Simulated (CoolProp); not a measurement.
200 sccm (0 °C, 1 atm) of nitrogen bubbles through liquid tetrahydrofuran at 288.7 K and leaves saturated at a total pressure of 0.15 MPa (ideal gas phase). Each further row changes one setting.

Values from CoolProp's reference Helmholtz-energy equation of state, Fiedler 2023.

| case | vapour pressure (kPa) | mole fraction of vapour | delivery (mg/min) | delivery (sccm) | change of delivery for a bath 1 K warmer (%) |
|---|---|---|---|---|---|
| as stated | 14.1 | 0.0937 | 66.5 | 20.7 | 5.4 |
| bath temperature 293.7 K | 17.7 | 0.118 | 86.3 | … | 5.3 |
| total pressure 0.3 MPa | 14.1 | 0.0469 | 31.6 | … | … |

Question: Complete the blanks.

Answer: 
- bath temperature 293.7 K, delivery (sccm): 26.8
- total pressure 0.3 MPa, delivery (sccm): 9.83
- total pressure 0.3 MPa, change of delivery for a bath 1 K warmer (%): 5.1
